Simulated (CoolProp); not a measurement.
50 sccm (0 °C, 1 atm) of nitrogen bubbles through liquid m-xylene at 332.1 K and leaves saturated at a total pressure of 0.15 MPa (ideal gas phase). Each further row changes one setting.

The numbers come from the reference Helmholtz-energy equation of state, Zhou 2012 in CoolProp.

| case | vapour pressure (kPa) | mole fraction of vapour | delivery (mg/min) | delivery (sccm) | change of delivery for a bath 1 K warmer (%) |
|---|---|---|---|---|---|
| as stated | 6.29 | 0.0420 | 10.4 | 2.19 | … |
| bath temperature 337.1 K | … | 0.0523 | 13.1 | 2.76 | 4.7 |
| total pressure 0.3 MPa | 6.29 | … | 5.08 | 1.07 | 4.7 |

Question: Fill in the missing entries.

Answer: 
- as stated, change of delivery for a bath 1 K warmer (%): 4.8
- bath temperature 337.1 K, vapour pressure (kPa): 7.84
- total pressure 0.3 MPa, mole fraction of vapour: 0.0210
